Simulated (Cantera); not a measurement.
Input: 1 mol FeS2, 0.55 mol H2S, 1.4 mol O2, at 977 °C.

These are equilibrium values from Cantera (NASA tables, ideal gas, pure condensed phases), not measurements of a reactor. Candidate condensed phases: Fe, FeO, Fe(OH)2, Fe(OH)3, FeS, FeSO4, FeS2, Fe2O3, Fe2(SO4)3, Fe3O4, H2O, H2SO4, S; 22 gas species. FeS: taken at fixed stoichiometry. Gases not in the tables: S3 to S7. Kinetics and transport are ignored.

### Question
At 3.00 bar, list the 5 most abundant gas species with their mole fractions, and the condensed phases.

### Answer
SO2 0.605, H2O 0.273, S2 0.0920, H2S 0.0183, S2O 0.00909. Condensed: FeS(s).
